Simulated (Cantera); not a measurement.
Cantera run:

```python
import numpy as np
import cantera as ct

gas_names = """
    C CO COS CO2 CS CS2 C2 C2O C3 C3O2 C4 C5 Fe FeC5O5 FeO O O2 O3 S SO SO2 SO3 S2 S2O S8
""".split()
cond_names = """
    C(gr) Fe(a) Fe(c) Fe(d) Fe(L) FeC5O5(L) FeO(s) FeO(L) FeS(a) FeS(b) FeS(c) FeS(L) FeSO4(s) FeS2(s)
    Fe2O3(s) Fe2S3O12(s) Fe3O4(s) S(cr1) S(cr2) S(L)
""".split()


def load(file, names, dense=False):
    # The tables refer to 1 bar. Condensed volumes are neglected.
    table = {s.name: s for s in ct.Species.list_from_file(file)}
    out = []
    for n in names:
        d = dict(table[n].input_data)
        d["thermo"] = dict(d["thermo"], **{"reference-pressure": 1e5})
        if dense:
            d["equation-of-state"] = {"model": "constant-volume", "density": "1e6 g/cm^3"}
        out.append(ct.Species.from_dict(d))
    return out


gas = ct.Solution(thermo="ideal-gas", species=load("nasa_gas.yaml", gas_names))
cond = {s.name: ct.Solution(thermo="fixed-stoichiometry", species=[s], name=s.name)
        for s in load("nasa_condensed.yaml", cond_names, dense=True)}
atoms = {
    'Fe': {'Fe': 1},
    'SO2': {'S': 1, 'O': 2},
    'CO': {'C': 1, 'O': 1},
}
top_T = {'C(gr)': 4500, 'FeSO4(s)': 950, 'FeS2(s)': 1010, 'Fe2O3(s)': 1830, 'Fe2S3O12(s)': 1100, 'Fe3O4(s)': 1870}  # K; cautious upper limits of use, not melting points


def equilibrate(T, P, feed):
    n = {}
    for name, mol in feed.items():
        for a, k in atoms[name].items():
            n[a] = n.get(a, 0.0) + k * mol
    gas.TPX = T, P, n
    mass = sum(n.values()) * gas.mean_molecular_weight
    gas.equilibrate("TP")
    valid = [c for c in cond.values() if c.min_temp <= T <= top_T.get(c.name, c.max_temp)]
    mix = ct.Mixture([(gas, mass / gas.mean_molecular_weight)] + [(c, 0.0) for c in valid])
    mix.T, mix.P = T, P
    mix.equilibrate("TP", solver="vcs", rtol=1e-11, max_steps=5000)
    return mix


results = []
T = 1025  # K
P = 84  # Pa
for m in [0.041, 0.064, 0.1, 0.16, 0.24, 0.38, 0.6, 0.93, 1.5]:
    feed = {'Fe': 1, 'SO2': m, 'CO': 1.5}  # mol
    mix = equilibrate(T, P, feed)
    results.append((T, P, feed, dict(zip(mix.species_names, mix.species_moles))))

top = {s: max(r[3][s] / sum(r[3][g] for g in gas_names) for r in results) for s in gas_names}
cols = sorted((s for s in top if top[s] > 0.001), key=lambda s: -top[s])[:5]
seen = [c for c in cond_names if any(r[3].get(c, 0) > 1e-12 for r in results)]
print("log10 of partial pressures in bar; condensed amounts in mol")
print(f"{'n(SO2)':>10s}" + "".join(f"{s[:9]:>10s}" for s in cols + seen))
for T, P, feed, n in results:
    ng = sum(n[g] for g in gas_names)
    print(f"{feed['SO2']:10.4g}" + "".join(f"{np.log10(max(n[s] / ng * P / 1e5, 1e-99)):10.3f}" for s in cols)
          + "".join(f"{n.get(c, 0):10.4g}" for c in seen))
```

Result:

```
log10 of partial pressures in bar; condensed amounts in mol
    n(SO2)        CO       CO2       SO2        S2     Fe(a)    FeO(s)    FeS(c)  Fe3O4(s)
     0.041    -3.100    -4.338   -12.468    -9.786    0.9591         0   0.04094         0
     0.064    -3.114    -4.145   -12.053    -9.786    0.9361         0   0.06394         0
       0.1    -3.138    -3.951   -11.618    -9.786    0.9001         0   0.09994         0
      0.16    -3.171    -3.781   -11.212    -9.786    0.8159   0.02418    0.1599         0
      0.24    -3.171    -3.781   -11.212    -9.786    0.5759    0.1842    0.2399         0
      0.38    -3.171    -3.781   -11.212    -9.786    0.1559    0.4642    0.3799         0
       0.6    -3.407    -3.349    -9.209    -8.451         0    0.4002    0.5998         0
      0.93    -4.735    -3.112    -4.389    -5.072         0         0    0.8198   0.06006
       1.5    -5.089    -3.243    -3.645    -4.476         0         0    0.7386   0.08712
```

Method: chemical equilibrium by Gibbs-energy minimisation in Cantera with the NASA 1993 tables (ideal gas, pure condensed phases). Mutual solubility and eutectic melting of coexisting phases are not modelled. The tables' stoichiometric FeO is somewhat more stable than real wüstite, so its field is too wide. FeO, FeS: taken at fixed stoichiometry. Gases not in the tables: S3 to S7.
